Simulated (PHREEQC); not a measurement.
# Nickel, zinc or cadmium bath

Solution (25 °C): 0.003 mol/kgw ZnSO4 and 0.039 mol/kgw H3BO3. Closed to the air; pH follows from the charge balance.

The numbers come from PHREEQC with the ion-association model, phreeqc.dat.

Each row changes one thing in this solution. Precipitation was switched off in this run.

```tsv
case	pH	ionic strength (mol/kgw)	SO4-2 (mol/kgw)	HSO4- (mol/kgw)
as made	5.34	0.00955	0.00237	7.92e-7
ZnSO4 from 0.003 to 0.0006 mol/kgw	5.33	0.00221	0.000552	2.16e-7
ZnSO4 from 0.003 to 0.0027 mol/kgw	5.34	0.00871	0.00217	7.32e-7
H3BO3 from 0.039 to 0.0585 mol/kgw	5.25	0.00955	0.00237	9.58e-7
0.018 mol/kgw HF added	2.42	0.0138	0.00199	0.000527
H3BO3 left out	5.90	0.00955	0.00238	2.16e-7
H3BO3 from 0.039 to 0.39 mol/kgw	4.85	0.00957	0.00237	2.42e-6
ZnSO4 replaced by NaHSO4 at the same molality	___	___	0.00253	0.000441
```

**Question.** What belongs in the gaps?

**Answer.** 
- ZnSO4 replaced by NaHSO4 at the same molality, pH: 2.63
- ZnSO4 replaced by NaHSO4 at the same molality, ionic strength (mol/kgw): 0.00807

Complexes and solids missing from the database can't appear. Real BF4- forms and hydrolyses slowly; the run takes it at equilibrium.
